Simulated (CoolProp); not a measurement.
Dimethyl carbonate at 493.97 K and 0.727 MPa is compressed adiabatically to 2.7 MPa with isentropic efficiency 0.7. Each further row changes one setting.

The numbers come from the reference Helmholtz-energy equation of state, Zhou 2011 in CoolProp.

| case | work (kJ/kg) | final temperature (K) | final density (kg/m³) |
|---|---|---|---|
| as stated | 76.0 | 554.5 | 68.3 |
| efficiency 1 | 53.2 | 543.3 | 71.9 |
| efficiency 0.65 | 81.9 | 557.4 | 67.5 |
